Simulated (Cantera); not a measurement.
**Ignition delay**

Mixture: CH4 : O2 : N2 = 1 : 2.67 : 14.9 (molar parts), at 2.70 bar, adiabatic and at constant volume. Ignition delay is the time to a rise of 400 K.

Computed with Cantera and GRI-Mech 3.0 (53 species, 325 reactions).

```json
[
 {"T0 (K)": "1000", "delay (ms)": "444"},
 {"T0 (K)": "1100", "delay (ms)": "92.1"},
 {"T0 (K)": "1200", "delay (ms)": "22.4"},
 {"T0 (K)": "1300", "delay (ms)": "6.17"},
 {"T0 (K)": "1400", "delay (ms)": "1.90"},
 {"T0 (K)": "1500", "delay (ms)": "0.655"}
]
```

```
Property                                                 Value
--------------------------------------------------  ----------
apparent activation energy between 1300 and 1500 K  180 kJ/mol
```
